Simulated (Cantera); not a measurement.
Charge: 1 mol SiC, 0.0011 mol H2O, a varied amount of H2, 0.2 mol O2, equilibrated at 1575 K and 1330 Pa.

Equilibrium computed with Cantera from the NASA thermochemical tables; the gas is ideal and each condensed phase is pure. Candidate condensed phases: C, C6H6, C7H8, C8H18, H2O, Si, SiC, SiO2; 123 gas species. Mutual solubility and eutectic melting of coexisting phases are not modelled. The tables hold silica as quartz up to 1696 K and as liquid above; real silica turns to tridymite and cristobalite and melts near 1996 K. The numbers say what is thermodynamically allowed, not how fast it happens.

Question: Which condensed phases are stable at each of these points (n(H2) (mol)): 2, 4.1, 8.4, 17, 35, 70, 140?

Answer: 
| n(H2) (mol) | condensed phases | Si condensed (%) |
|---|---|---|
| 2 | SiC(s) + SiO2(β-quartz) | 86.8 |
| 4.1 | SiC(s) | 79.9 |
| 8.4 | SiC(s) | 79.9 |
| 17 | SiC(s) | 79.9 |
| 35 | SiC(s) | 79.9 |
| 70 | SiC(s) | 79.9 |
| 140 | SiC(s) | 79.9 |

At 2 mol H2 the condensed part is SiC(s) + SiO2(β-quartz). From 4.1 mol H2 to 140 mol H2 the condensed part is SiC(s).
